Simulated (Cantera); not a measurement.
Charge: 1 mol BF3, 180 mol H2, a varied amount of N2, at 1330 Pa.

Points: T (K) = 848, 948, 1048, 1148, 1248, 1348, 1448, 1548, 1648, 1748, 1848, 1948; n(N2) (mol) = 3.6, 4.4, 5.5, 6.8, 8.4, 10, 13, 16, 20, 24, 30, 37, 46.

Cantera's Mixture.equilibrate('TP', solver="vcs", rtol=1e-11, max_steps=5000) on the NASA tables stopped like this:

```
ERROR: FAILURE its = 5001!

*******************************************************************************
CanteraError thrown by MultiPhase::equilibrate:
VCS solver failed. Return code: -1
*******************************************************************************
```

Q: What got this run through?

A: Several could match; the one computed here: The failure is numerical, not chemical. The same input converged with solver="gibbs", rtol=1e-10, max_steps=50000, and the result passed a check of the equilibrium conditions:
```
    848        3.6  BN(s)
    848        4.4  BN(s)
    848        5.5  BN(s)
    848        6.8  BN(s)
    848        8.4  BN(s)
    848         10  BN(s)
    848         13  BN(s)
    848         16  BN(s)
    848         20  BN(s)
    848         24  BN(s)
    848         30  BN(s)
    848         37  BN(s)
    848         46  BN(s)
    948        3.6  BN(s)
    948        4.4  BN(s)
    948        5.5  BN(s)
    948        6.8  BN(s)
    948        8.4  BN(s)
    948         10  BN(s)
    948         13  BN(s)
    948         16  BN(s)
    948         20  BN(s)
    948         24  BN(s)
    948         30  BN(s)
    948         37  BN(s)
    948         46  BN(s)
   1048        3.6  BN(s)
   1048        4.4  BN(s)
   1048        5.5  BN(s)
   1048        6.8  BN(s)
   1048        8.4  BN(s)
   1048         10  BN(s)
   1048         13  BN(s)
   1048         16  BN(s)
   1048         20  BN(s)
   1048         24  BN(s)
   1048         30  BN(s)
   1048         37  BN(s)
   1048         46  BN(s)
   1148        3.6  BN(s)
   1148        4.4  BN(s)
   1148        5.5  BN(s)
   1148        6.8  BN(s)
   1148        8.4  BN(s)
   1148         10  BN(s)
   1148         13  BN(s)
   1148         16  BN(s)
   1148         20  BN(s)
   1148         24  BN(s)
   1148         30  BN(s)
   1148         37  BN(s)
   1148         46  BN(s)
   1248        3.6  BN(s)
   1248        4.4  BN(s)
   1248        5.5  BN(s)
   1248        6.8  BN(s)
   1248        8.4  BN(s)
   1248         10  BN(s)
   1248         13  BN(s)
   1248         16  BN(s)
   1248         20  BN(s)
   1248         24  BN(s)
   1248         30  BN(s)
   1248         37  BN(s)
   1248         46  BN(s)
   1348        3.6  BN(s)
   1348        4.4  BN(s)
   1348        5.5  BN(s)
   1348        6.8  BN(s)
   1348        8.4  BN(s)
   1348         10  BN(s)
   1348         13  BN(s)
   1348         16  BN(s)
   1348         20  BN(s)
   1348         24  BN(s)
   1348         30  BN(s)
   1348         37  BN(s)
   1348         46  BN(s)
   1448        3.6  BN(s)
   1448        4.4  BN(s)
   1448        5.5  BN(s)
   1448        6.8  BN(s)
   1448        8.4  BN(s)
   1448         10  BN(s)
   1448         13  BN(s)
   1448         16  BN(s)
   1448         20  BN(s)
   1448         24  BN(s)
   1448         30  BN(s)
   1448         37  BN(s)
   1448         46  BN(s)
   1548        3.6  BN(s)
   1548        4.4  BN(s)
   1548        5.5  BN(s)
   1548        6.8  BN(s)
   1548        8.4  BN(s)
   1548         10  BN(s)
   1548         13  BN(s)
   1548         16  BN(s)
   1548         20  BN(s)
   1548         24  BN(s)
   1548         30  BN(s)
   1548         37  BN(s)
   1548         46  BN(s)
   1648        3.6  BN(s)
   1648        4.4  BN(s)
   1648        5.5  BN(s)
   1648        6.8  BN(s)
   1648        8.4  BN(s)
   1648         10  BN(s)
   1648         13  BN(s)
   1648         16  BN(s)
   1648         20  BN(s)
   1648         24  BN(s)
   1648         30  BN(s)
   1648         37  BN(s)
   1648         46  BN(s)
   1748        3.6  gas only
   1748        4.4  BN(s)
   1748        5.5  BN(s)
   1748        6.8  BN(s)
   1748        8.4  BN(s)
   1748         10  BN(s)
   1748         13  BN(s)
   1748         16  BN(s)
   1748         20  BN(s)
   1748         24  BN(s)
   1748         30  BN(s)
   1748         37  BN(s)
   1748         46  BN(s)
   1848        3.6  gas only
   1848        4.4  gas only
   1848        5.5  gas only
   1848        6.8  gas only
   1848        8.4  gas only
   1848         10  gas only
   1848         13  gas only
   1848         16  gas only
   1848         20  gas only
   1848         24  gas only
   1848         30  gas only
   1848         37  gas only
   1848         46  gas only
   1948        3.6  gas only
   1948        4.4  gas only
   1948        5.5  gas only
   1948        6.8  gas only
   1948        8.4  gas only
   1948         10  gas only
   1948         13  gas only
   1948         16  gas only
   1948         20  gas only
   1948         24  gas only
   1948         30  gas only
   1948         37  gas only
   1948         46  gas only
```

The gas is ideal and each condensed phase is pure. N2 is the only nitrogen source here; it is nearly inert below about 1500 K, so the nitride shown seldom forms there in practice. The tables' values for BF2 are old estimates.
